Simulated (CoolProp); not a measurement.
Model: reference Helmholtz-energy equation of state, Leachman 2009, in CoolProp.

Problem. For normal hydrogen, give the phase and the cp (kJ/(kg K)), speed of sound (m/s), isothermal compressibility (1/MPa), viscosity (µPa s) at 32.3 K and 0.101 MPa.

Solution. 
- 32.3 K and 0.101 MPa: gas; cp 10.7, speed of sound 466, isothermal compressibility 10.2, viscosity 1.64

Viscosity comes from a separate model (Muzny 2013).
